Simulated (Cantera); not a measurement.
## Si2Cl6 + N2 (silicon epitaxy and polysilicon growth)

A closed system holds: 1 mol Si2Cl6, a varied amount of N2, at 1598.15 K and 750 Torr.

Cantera equilibrium calculation (NASA polynomials, part measured and part estimated; ideal gas, pure solids and liquids). Candidate condensed phases: Si, Si3N4; 13 gas species. The feed counts by its element totals alone. The tables' values for SiCl3 are old estimates; treat these amounts as uncertain. Rates play no part.

From 16 mol N2 to 120 mol N2 the condensed part is Si3N4(s). The main Si-bearing gas is SiCl4 throughout. The share of Si in condensed phases is highest at 16 mol N2 (14.3 %) and lowest at 120 mol N2 (4.8 %).

```
n(N2) (mol)  log p N2  log p SiCl4  log p SiCl3  log p SiCl2  log p Cl  n Si3N4(s)
-----------  --------  -----------  -----------  -----------  --------  ----------
16              -0.04        -1.20        -1.71        -1.83     -4.39      0.0951
19              -0.04        -1.27        -1.77        -1.87     -4.41      0.0914
22              -0.03        -1.34        -1.82        -1.90     -4.43      0.0879
27              -0.03        -1.43        -1.89        -1.95     -4.45      0.0828
32              -0.02        -1.51        -1.95        -1.99     -4.47      0.0782
39              -0.02        -1.60        -2.02        -2.04     -4.49      0.0725
47              -0.02        -1.69        -2.08        -2.09     -4.51      0.0667
56              -0.01        -1.77        -2.15        -2.13     -4.53      0.0610
67              -0.01        -1.86        -2.21        -2.17     -4.55      0.0547
81              -0.01        -1.95        -2.28        -2.22     -4.58      0.0476
97              -0.01        -2.04        -2.35        -2.26     -4.60      0.0406
120             -0.01        -2.15        -2.43        -2.32     -4.63      0.0317
```
log p: log10 of the partial pressure in bar; n: condensed amount in mol.
